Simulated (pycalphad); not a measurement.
CALPHAD calculation (pycalphad, COST 507 light-alloy database (1999)), 1 atm. The database dates from 1999; later assessments differ in places, in temperatures and in the compounds included. Not assessed as a whole: an extrapolation from subsystems, which can miss ternary compounds. Phase fractions are per mole of atoms.

### Question
Give the equilibrium state of Mg-9.91Si-6.91Cu-9.21Al (at.%) at 297 °C.

### Answer
HCP_A3, fraction 0.473, with <0.01 Si, <0.01 Cu, 1.7 Al at.%; MG2SI, fraction 0.297, with 33.3 Si, no Cu, no Al at.%; LAVES_C36, fraction 0.226, with no Si, 30.2 Cu, 36.4 Al at.%; QPHASE, fraction 0.004, with no Si, 18.8 Cu, 43.8 Al at.%.

### Question
Give the equilibrium state of Mg-9.91Si-6.91Cu-9.21Al (at.%) at 737 °C.

### Answer
```
T = 1010.00 K, P = 101325 Pa, N = 1 mol of atoms
G = -57340 J/mol, H = 20352 J/mol, S = 76.92 J/(mol K)  (SER reference)
chemical potentials (J/mol): Mg -50224, Si -78515, Cu -92872, Al -65052
phase             fraction      x(Mg)      x(Si)      x(Cu)      x(Al)
LIQUID              0.8504     0.7525     0.0579     0.0813     0.1083
MG2SI               0.1496     0.6667     0.3333       none       none
```

Database names, with the compositions (at.%) that they take in these runs: MG2SI: Mg 67 Si 33; LAVES_C36: Al 35 Mg 33 Cu 30-32; QPHASE: Al 44 Mg 37 Cu 19. HCP_A3 is hcp. An entry "none" or "no" means that the model of the phase leaves that element out.
